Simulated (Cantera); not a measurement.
## Low-pressure radical oxidation in H2/O2

A perfectly stirred reactor is fed with H2 : O2 = 0.04 : 1 (molar parts), at 0.0133 bar; it is held at 1223 K, and followed from long to short residence time.

Model: the H2/O2 subset of GRI-Mech 3.0, which has no nitrogen chemistry, integrated in Cantera. Radical loss at walls, strong at low pressure, is not modelled. The temperature is held fixed by assumption; the heat of reaction is taken as removed at once.

| τ (s) | x H2 | x O2 | x H2O | x O | x H2O2 |
|---|---|---|---|---|---|
| 0.70 | 0.000163 | 0.956 | 0.0382 | 0.00413 | 5.47e-8 |
| 0.33 | 0.000252 | 0.954 | 0.0378 | 0.00638 | 6.12e-8 |
| 0.15 | 0.000392 | 0.950 | 0.0371 | 0.00966 | 6.73e-8 |
| 0.072 | 0.000588 | 0.946 | 0.0362 | 0.0134 | 7.27e-8 |
| 0.034 | 0.000893 | 0.941 | 0.0351 | 0.0172 | 7.91e-8 |
| 0.016 | 0.00140 | 0.938 | 0.0338 | 0.0202 | 8.88e-8 |
| 0.0073 | 0.00235 | 0.936 | 0.0320 | 0.0216 | 1.06e-7 |
| 0.0034 | 0.00409 | 0.936 | 0.0295 | 0.0210 | 1.32e-7 |
| 0.0016 | 0.00729 | 0.938 | 0.0258 | 0.0185 | 1.63e-7 |
x: mole fraction; the columns are a selection and need not sum to one.
